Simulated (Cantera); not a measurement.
A closed system holds: 1 mol trisilylamine, 0.88 mol NH₃, 3.4 mol H₂, held at 50.0 Pa.

Method: chemical equilibrium by Gibbs-energy minimisation in Cantera with the NASA 1993 tables (ideal gas, pure condensed phases). Candidate condensed phases: Si, Si₃N₄; 18 gas species. The feed counts by its element totals alone. Mutual solubility and eutectic melting of coexisting phases are not modelled. Gases not in the tables: Si₂H₆ and higher silanes. Equilibrium is a limit: real reactors are often held back by kinetics, nucleation or transport.

x: gas mole fraction; n: condensed amount in mol.

```tsv
T (K)	x H₂	x N₂	x H	x Si	x SiH	x SiH₂	n Si(s)	n Si₃N₄(s)
1400	0.988	0.0115	0.000216	___	1.83e-7	3.72e-7	1.75	0.417
1425	0.980	0.0200	0.000302	___	3.17e-7	5.31e-7	1.87	0.376
1450	0.965	0.0342	0.000416	___	5.37e-7	7.43e-7	2.08	0.307
1475	0.942	0.0575	0.000563	___	8.90e-7	1.02e-6	2.43	0.189
1500	0.907	0.0925	0.000750	___	1.44e-6	1.36e-6	3.00	0
1525	0.906	0.0925	0.00101	___	2.33e-6	1.86e-6	3.00	0
1550	0.906	0.0925	0.00134	___	3.72e-6	2.53e-6	3.00	0
1575	0.906	0.0924	0.00177	___	5.84e-6	3.40e-6	3.00	0
1600	0.905	0.0924	0.00231	___	9.04e-6	4.53e-6	3.00	0
1625	0.904	0.0923	0.00300	___	1.38e-5	5.98e-6	3.00	0
1650	0.903	0.0923	0.00386	___	2.08e-5	7.82e-6	2.99	0
1675	0.902	0.0922	0.00493	___	3.10e-5	1.01e-5	2.99	0
```

Q: Complete the blanks.

A: 
- 1400, x Si: 1.65e-6
- 1425, x Si: 3.22e-6
- 1450, x Si: 6.15e-6
- 1475, x Si: 1.15e-5
- 1500, x Si: 2.10e-5
- 1525, x Si: 3.78e-5
- 1550, x Si: 6.64e-5
- 1575, x Si: 0.000115
- 1600, x Si: 0.000195
- 1625, x Si: 0.000326
- 1650, x Si: 0.000536
- 1675, x Si: 0.000868
